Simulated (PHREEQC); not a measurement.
A solution holds 7.8 mmol/kgw HF, 0.255 mmol/kgw NaF and 12 mmol/kgw (NH4)2SiF6, at 25 °C. It is in equilibrium with CO2 at log p = -1 (atm). Otherwise closed; pH follows from the charge balance.

The numbers come from PHREEQC with the ion-association model, phreeqc.dat.

No solid was allowed to form.

Q: Estimate the pH, ionic strength.

A: pH 2.72; ionic strength 0.0384 mol/kgw.

Q: In which forms is F present?

A: SiF6-2 90 %, HF 7.0 %, F- 3.0 % of the F.

Complexes and solids missing from the database can't appear. SiF6-2 is the database's only silicon fluoride.
